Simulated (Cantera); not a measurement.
Cantera run, input and output.

```python
import numpy as np
import cantera as ct

gas = ct.Solution("gri30.yaml", transport_model="mixture-averaged")
show = ['N2', 'CO2', 'NH3']

rows = []
print(f"{'T/K':>7s}{'rho':>11s}{'cp':>10s}{'mu':>11s}{'lambda':>11s}{'Pr':>7s}" + "".join(f"{'D_' + s:>11s}" for s in show))
for T in [400, 500, 600, 700, 800, 900, 1000, 1100, 1200]:
    gas.TPX = T, 21, {'H2O': 0.72}
    Pr = gas.cp_mass * gas.viscosity / gas.thermal_conductivity
    D = [gas.mix_diff_coeffs_mole[gas.species_index(s)] for s in show]
    rows.append([gas.density, gas.cp_mass, gas.viscosity, gas.thermal_conductivity, Pr, *D])
    print(f"{T:7g}{gas.density:11.4e}{gas.cp_mass:10.1f}{gas.viscosity:11.4e}"
          f"{gas.thermal_conductivity:11.4e}{Pr:7.3f}" + "".join(f"{d:11.4e}" for d in D))
print("SI units: kg/m3, J/kg/K, Pa s, W/m/K, m2/s")
```

Result:

```
    T/K        rho        cp         mu     lambda     Pr       D_N2      D_CO2      D_NH3
    400 1.1375e-04    1902.2 1.3967e-05 3.6994e-02  0.718 1.9112e-01 1.3806e-01 1.6923e-01
    500 9.1002e-05    1954.7 1.7713e-05 4.8209e-02  0.718 2.9064e-01 2.1450e-01 2.6782e-01
    600 7.5835e-05    2016.1 2.1488e-05 6.0361e-02  0.718 4.0613e-01 3.0511e-01 3.8807e-01
    700 6.5001e-05    2082.1 2.5249e-05 7.3437e-02  0.716 5.3628e-01 4.0869e-01 5.2866e-01
    800 5.6876e-05    2150.0 2.8971e-05 8.7299e-02  0.714 6.8004e-01 5.2426e-01 6.8846e-01
    900 5.0556e-05    2219.6 3.2640e-05 1.0179e-01  0.712 8.3660e-01 6.5103e-01 8.6646e-01
   1000 4.5501e-05    2292.2 3.6247e-05 1.1676e-01  0.712 1.0053e+00 7.8835e-01 1.0618e+00
   1100 4.1364e-05    2365.6 3.9786e-05 1.3208e-01  0.713 1.1856e+00 9.3566e-01 1.2736e+00
   1200 3.7917e-05    2435.6 4.3256e-05 1.4765e-01  0.714 1.3770e+00 1.0925e+00 1.5012e+00
SI units: kg/m3, J/kg/K, Pa s, W/m/K, m2/s
```

Cantera simulation using GRI-Mech 3.0 (53 species, 325 reactions); the numbers are that mechanism's predictions, not measurements. Polar gases are described roughly by these parameters.
